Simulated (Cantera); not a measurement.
## Equilibrium for abatement and gas-phase synthesis: N2O + H2O + N2

Input: 1 mol N2O, 2 mol H2O, 2.9 mol N2, held at 1.60 bar.

Method: chemical equilibrium by Gibbs-energy minimisation in Cantera with the NASA 1993 tables (ideal gas, pure condensed phases). Candidate condensed phases: H2O; 24 gas species. Equilibrium is a limit: real reactors are often held back by kinetics, nucleation or transport.

From 750 K to 2950 K nothing is condensed.

| T (K) | x N2 | x H2O | x O2 | x OH | x H2 | x NO | x O | x H |
|---|---|---|---|---|---|---|---|---|
| 750 | 0.609 | 0.312 | 0.0781 | 2.11e-10 | <1e-12 | 4.30e-7 | <1e-12 | <1e-12 |
| 950 | 0.609 | 0.312 | 0.0781 | 5.05e-8 | 1.61e-11 | 9.41e-6 | 7.02e-12 | <1e-12 |
| 1150 | 0.609 | 0.312 | 0.0781 | 1.81e-6 | 3.80e-9 | 7.04e-5 | 1.84e-9 | 3.64e-12 |
| 1350 | 0.609 | 0.312 | 0.0780 | 2.25e-5 | 1.81e-7 | 0.000290 | 9.32e-8 | 8.01e-10 |
| 1550 | 0.609 | 0.312 | 0.0777 | 0.000146 | 3.20e-6 | 0.000829 | 1.72e-6 | 4.46e-8 |
| 1750 | 0.608 | 0.312 | 0.0770 | 0.000618 | 2.97e-5 | 0.00186 | 1.64e-5 | 1.00e-6 |
| 1950 | 0.607 | 0.311 | 0.0759 | 0.00194 | 0.000175 | 0.00351 | 9.83e-5 | 1.20e-5 |
| 2150 | 0.605 | 0.309 | 0.0740 | 0.00488 | 0.000743 | 0.00585 | 0.000420 | 9.09e-5 |
| 2350 | 0.602 | 0.303 | 0.0714 | 0.0104 | 0.00246 | 0.00885 | 0.00139 | 0.000489 |
| 2550 | 0.596 | 0.292 | 0.0681 | 0.0193 | 0.00666 | 0.0124 | 0.00381 | 0.00201 |
| 2750 | 0.586 | 0.270 | 0.0647 | 0.0320 | 0.0150 | 0.0164 | 0.00894 | 0.00663 |
| 2950 | 0.569 | 0.236 | 0.0614 | 0.0477 | 0.0284 | 0.0206 | 0.0186 | 0.0180 |
x: gas mole fraction; nothing condenses.
